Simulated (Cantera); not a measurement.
A closed system holds: 1 mol MgO, 7.3 mol C, 2 mol H2, held at 577 °C and 22.0 Pa.

Cantera equilibrium calculation (NASA polynomials, part measured and part estimated; ideal gas, pure solids and liquids). Candidate condensed phases: C, C6H6, C7H8, C8H18, H2O, Mg, MgCO3, MgO, Mg(OH)2; 116 gas species. Rates play no part.

Base state: H2 1.000, CH4 0.000137 (mole fractions); condensed: C(graphite) + MgO(s).

Task: What changes in the equilibrium state with this change: temperature from 577 °C to 927 °C?

Result: 
```csv
species,before,after
H2,1.000,0.986
CO,1.56e-8,0.00678
Mg,1.56e-8,0.00678
H,1.38e-9,1.32e-5
CH4,0.000137,3.38e-6
"C(graphite), mol",7.30,7.29
"MgO(s), mol",1.00,0.986
```
